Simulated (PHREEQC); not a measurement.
**Spent oxide etchant (model solution)**

Solution (25 °C): 9.5 mmol/kgw HF, 0.2 mmol/kgw (NH4)2SiF6 and 1.1 mmol/kgw HBF4. Closed to the air; pH follows from the charge balance.

Model: ion-association model, phreeqc.dat, run in PHREEQC.

Each row changes one thing in this solution. This is a speciation only: nothing precipitates in the calculation.

```
case                                         pH  ionic strength (mol/kgw)  HF (mol/kgw)  F- (mol/kgw)  HF2- (mol/kgw)  H4SiO4 (mol/kgw)  SI of Quartz (SiO2)
-----------------------------------------  ----  ------------------------  ------------  ------------  --------------  ----------------  -------------------
as made                                    2.54                   0.00364       0.00764       0.00190         5.58e-5           4.76e-8                -3.34
temperature from 25 to 65 °C               2.67                   0.00287       0.00909       0.00138         5.52e-5           2.27e-5                  ___
HBF4 left out                              2.65                   0.00294       0.00710           ___             ___               ___                -3.36
diluted 2-fold with water                  2.74                   0.00221       0.00373           ___         2.06e-5           7.51e-7                -2.14
(NH4)2SiF6 from 0.0002 to 0.00018 mol/kgw  2.54                   0.00358       0.00764       0.00190         5.58e-5           4.29e-8                -3.39
HF replaced by NaF at the same molality    3.80                    0.0102       0.00184       0.00869         6.13e-5           6.28e-7                -2.22
```

Fill in the missing entries.


- temperature from 25 to 65 °C, SI of Quartz (SiO2): -1.18
- HBF4 left out, F- (mol/kgw): 0.00228
- HBF4 left out, HF2- (mol/kgw): 6.20e-5
- HBF4 left out, H4SiO4 (mol/kgw): 4.51e-8
- diluted 2-fold with water, F- (mol/kgw): 0.00144

Complexes and solids missing from the database can't appear. Constants without temperature data keep their 25 °C values here. SiF6-2 is the database's only silicon fluoride. Real BF4- forms and hydrolyses slowly; the run takes it at equilibrium.
